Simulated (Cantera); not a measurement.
What does this Cantera script print?

```python
import numpy as np
import cantera as ct

gas_names = """
    CL CL2 H HCL H2 N NH NH2 NH3 N2 N2H2 N2H4 Si SiCL SiCL2 SiCL3 SiCL4 SiH SiHCL3 SiH2 SiH2CL2 SiH3
    SiH3CL SiH4 SiN Si2 Si2N Si3
""".split()
cond_names = """
    NH4CL(a) NH4CL(b) Si(cr) Si(L) Si3N4(a)
""".split()


# ... load() reads the species with a 1 bar reference pressure and builds the phases ...
atoms = {
    'SiCl4': {'Si': 1, 'CL': 4},
    'NH3': {'N': 1, 'H': 3},
    'N2': {'N': 2},
}
top_T = {'Si3N4(a)': 2400}  # K; cautious upper limits of use, not melting points


# ... equilibrate(T, P, feed) seeds the gas with the atoms and calls Mixture.equilibrate('TP', solver="vcs", rtol=1e-11, max_steps=5000) ...
results = []
feed = {'SiCl4': 1, 'NH3': 4.1, 'N2': 12}  # mol
P = 26000  # Pa
for T in [700, 775, 850, 925, 1000, 1075, 1150, 1225, 1300, 1375, 1450, 1525, 1600, 1675]:
    mix = equilibrate(T, P, feed)
    results.append((T, P, feed, dict(zip(mix.species_names, mix.species_moles))))

top = {s: max(r[3][s] / sum(r[3][g] for g in gas_names) for r in results) for s in gas_names}
cols = sorted((s for s in top if top[s] > 1e-05), key=lambda s: -top[s])[:7]
seen = [c for c in cond_names if any(r[3].get(c, 0) > 1e-12 for r in results)]
print("log10 of partial pressures in bar; condensed amounts in mol")
print(f"{'T/K':>10s}" + "".join(f"{s[:9]:>10s}" for s in cols + seen))
for T, P, feed, n in results:
    ng = sum(n[g] for g in gas_names)
    print(f"{T:10.4g}" + "".join(f"{np.log10(max(n[s] / ng * P / 1e5, 1e-99)):10.3f}" for s in cols)
          + "".join(f"{n.get(c, 0):10.4g}" for c in seen))
```

Result:

```
log10 of partial pressures in bar; condensed amounts in mol
       T/K        N2        H2       HCL     SiCL2     SiCL4     SiCL3       NH3  Si3N4(a)
       700    -0.784    -1.247    -1.446   -14.039    -2.499    -9.528    -4.291    0.2461
       775    -0.786    -1.258    -1.413   -12.038    -2.609    -8.400    -4.692    0.2656
       850    -0.787    -1.267    -1.391   -10.401    -2.713    -7.483    -5.025    0.2799
       925    -0.788    -1.273    -1.375    -9.038    -2.808    -6.722    -5.306    0.2903
      1000    -0.789    -1.278    -1.364    -7.885    -2.896    -6.083    -5.546     0.298
      1075    -0.789    -1.281    -1.356    -6.899    -2.976    -5.537    -5.753    0.3037
      1150    -0.789    -1.284    -1.350    -6.046    -3.049    -5.067    -5.934    0.3079
      1225    -0.790    -1.286    -1.345    -5.301    -3.117    -4.658    -6.092    0.3108
      1300    -0.790    -1.287    -1.343    -4.648    -3.182    -4.302    -6.232    0.3123
      1375    -0.790    -1.288    -1.342    -4.072    -3.249    -3.991    -6.356    0.3115
      1450    -0.790    -1.287    -1.345    -3.566    -3.325    -3.727    -6.466    0.3063
      1525    -0.790    -1.284    -1.355    -3.128    -3.426    -3.513    -6.561    0.2925
      1600    -0.789    -1.277    -1.376    -2.761    -3.574    -3.363    -6.641    0.2644
      1675    -0.788    -1.266    -1.412    -2.468    -3.788    -3.287    -6.706    0.2184
```

Equilibrium computed with Cantera from the NASA thermochemical tables; the gas is ideal and each condensed phase is pure. The tables' values for SiCl3 are old estimates; treat these amounts as uncertain.
